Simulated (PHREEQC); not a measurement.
PHREEQC input (ion-association model, wateq4f.dat):

```
SOLUTION 1
  temp 25
  units mol/kgw
  pH 7 charge
  Br 0.0097
  Cl 9.5e-05
  Na 6.2e-05
  K 3.3e-05
SOLUTION 2
  temp 25
  units mol/kgw
  pH 7 charge
  C(4) 0.0086
  Na 0.2886
  F 0.28
END
SELECTED_OUTPUT 1
  -reset false
  -pH true
  -pe true
  -ionic_strength true
  -water true
  -totals Br C Cl F K Na C(-4) C(4)
  -molalities H+ Br- CO3-2 Cl- F- K+ Na+ CO2 HCO3- NaCO3-
    NaHCO3 O2 OH- HF HF2- H2F2 NaF
  -equilibrium_phases Halite Nahcolite Natron
PRINT
  -reset false
MIX 1
  1 1
  2 0
EQUILIBRIUM_PHASES 1
  Halite 0 0
  Nahcolite 0 0
  Natron 0 0
  O2(g) -0.68 10
END
# ... the last block is repeated for the other 20 points of share of solution B
```

Selected output (columns that matter, 15 of 21 rows; share of solution B added in front):

```
share of solution B	pH	mu	Br	C	Cl	F	K	Na	m_H+	m_Br-	m_Cl-	m_F-	m_K+	m_Na+
0	2.0523	0.009795	0.0097	0	9.5e-05	0	3.3e-05	6.2e-05	0.0097	0.0097	9.5e-05	0	3.3e-05	6.2e-05
0.05	3.0354	0.015507	0.0092149	0.00043	9.0249e-05	0.014	3.135e-05	0.014489	0.0010257	0.0092149	9.0249e-05	0.0060317	3.135e-05	0.01445
0.15	3.8492	0.04297	0.0082448	0.00129	8.0748e-05	0.041999	2.8049e-05	0.043342	0.00016457	0.0082448	8.0748e-05	0.033872	2.8049e-05	0.042777
0.2	4.0665	0.056879	0.0077598	0.0017199	7.5998e-05	0.055998	2.6399e-05	0.057768	0.00010112	0.0077598	7.5998e-05	0.048115	2.6399e-05	0.056752
0.3	4.4362	0.084447	0.0067897	0.0025799	6.6497e-05	0.083996	2.3099e-05	0.08662	4.4003e-05	0.0067897	6.6497e-05	0.076594	2.3099e-05	0.08438
0.35	4.6198	0.098098	0.0063047	0.0030098	6.1747e-05	0.097995	2.1449e-05	0.10105	2.9052e-05	0.0063047	6.1747e-05	0.090793	2.1449e-05	0.098048
0.45	5.0488	0.12515	0.0053347	0.0038698	5.2247e-05	0.12599	1.8149e-05	0.1299	1.0949e-05	0.0053347	5.2247e-05	0.11898	1.8149e-05	0.12512
0.5	5.3207	0.13856	0.0048497	0.0042997	4.7497e-05	0.13999	1.6499e-05	0.14432	5.884e-06	0.0048497	4.7497e-05	0.13283	1.6499e-05	0.13853
0.55	5.6111	0.15189	0.0043647	0.0047297	4.2747e-05	0.15399	1.4849e-05	0.15875	3.0287e-06	0.0043647	4.2747e-05	0.14634	1.4849e-05	0.15187
0.65	6.0811	0.17836	0.0033948	0.0055897	3.3248e-05	0.18199	1.1549e-05	0.1876	1.0344e-06	0.0033948	3.3248e-05	0.17252	1.1549e-05	0.17835
0.7	6.266	0.1915	0.0029099	0.0060197	2.8499e-05	0.19599	9.8995e-06	0.20203	6.7818e-07	0.0029099	2.8499e-05	0.18538	9.8995e-06	0.19149
0.8	6.6107	0.21759	0.0019399	0.0068798	1.8999e-05	0.22399	6.5998e-06	0.23089	3.0856e-07	0.0019399	1.8999e-05	0.21086	6.5998e-06	0.21759
0.85	6.7979	0.23055	0.001455	0.0073098	1.425e-05	0.23799	4.9499e-06	0.24531	2.0104e-07	0.001455	1.425e-05	0.2235	4.9499e-06	0.23054
0.95	7.3404	0.25629	0.000485	0.0081699	4.75e-06	0.266	1.65e-06	0.27417	5.7948e-08	0.000485	4.75e-06	0.24861	1.65e-06	0.25627
1	7.8703	0.26908	0	0.0086	0	0.28	0	0.2886	1.7147e-08	0	0	0.26108	0	0.26901
```
